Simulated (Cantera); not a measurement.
A perfectly stirred reactor is fed with 20.1 % H2, 27.5 % O2, 52.3 % N2, at 0.330 bar; it is held at 1073 K, and followed from long to short residence time.

Detailed kinetics in Cantera: GRI-Mech 3.0 (53 species, 325 reactions). The temperature is held fixed by assumption; the heat of reaction is taken as removed at once.

x: mole fraction; the columns are a selection and need not sum to one.

| τ (s) | x H2 | x O2 | x HO2 | x H | x NO |
|---|---|---|---|---|---|
| 18 | 7.83e-5 | 0.195 | (withheld) | 1.46e-7 | 5.14e-8 |
| 6.0 | 0.000171 | 0.195 | (withheld) | 4.40e-7 | 3.89e-8 |
| 2.0 | 0.000364 | 0.195 | (withheld) | 1.32e-6 | 2.94e-8 |
| 0.67 | 0.000743 | 0.195 | (withheld) | 3.93e-6 | 2.34e-8 |
| 0.23 | 0.00142 | 0.195 | (withheld) | 1.14e-5 | 2.21e-8 |
| 0.076 | 0.00264 | 0.195 | (withheld) | 3.43e-5 | 2.88e-8 |
| 0.026 | 0.00465 | 0.196 | (withheld) | 9.94e-5 | 4.77e-8 |
| 0.0086 | 0.00814 | 0.197 | (withheld) | 0.000296 | 8.78e-8 |
| 0.0029 | 0.0139 | 0.199 | (withheld) | 0.000851 | 1.59e-7 |
| 0.00097 | 0.0237 | 0.203 | 9.21e-5 | 0.00240 | 2.74e-7 |
| 0.00032 | 0.0403 | 0.209 | 9.54e-5 | 0.00648 | 4.28e-7 |

Question: Complete the blanks.

Answer: 
- 18, x HO2: 2.76e-6
- 6.0, x HO2: 5.61e-6
- 2.0, x HO2: 1.07e-5
- 0.67, x HO2: 1.86e-5
- 0.23, x HO2: 2.91e-5
- 0.076, x HO2: 4.23e-5
- 0.026, x HO2: 5.65e-5
- 0.0086, x HO2: 7.10e-5
- 0.0029, x HO2: 8.34e-5
